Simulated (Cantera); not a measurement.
Feed: 1 mol Cu₂O, 2.4 mol C, 3.3 mol H₂, held at 0.000190 bar.

Equilibrium computed with Cantera from the NASA thermochemical tables; the gas is ideal and each condensed phase is pure. Candidate condensed phases: C, C₆H₆, C₇H₈, C₈H₁₈, Cu, CuO, Cu(OH)₂, Cu₂O, H₂O; 113 gas species. Rates play no part. All values below are at 1427 °C.

Base state: H₂ 0.518, Cu 0.316, CO 0.158, H 0.00769, Cu₂ 0.000144, C₂H₂ (acetylene) 3.80e-5 (mole fractions); condensed: C(graphite).

**Question.** What changes in the equilibrium state with this change: H₂ from 3.3 to 0.16 mol?

**Answer.** 
| species | before | after |
|---|---|---|
| Cu | 0.316 | 0.631 |
| CO | 0.158 | 0.316 |
| H₂ | 0.518 | 0.0494 |
| C₂H₂ (acetylene) | 3.80e-5 | 3.63e-6 |
| Cu₂ | 0.000144 | 0.000577 |
| C(graphite), mol | 1.40 | 1.40 |

**Question.** What changes in the equilibrium state with this change: pressure from 0.000190 bar to 0.100 bar?

**Answer.** 
```tsv
species	before	after
H₂	0.518	0.766
CO	0.158	0.232
Cu	0.316	0.00159
CH₄	5.58e-8	6.42e-5
Cu₂	0.000144	1.92e-6
H	0.00769	0.000408
C₂H₂ (acetylene)	3.80e-5	5.62e-5
C(graphite), mol	1.40	1.40
Cu(l), mol	0	1.99
```
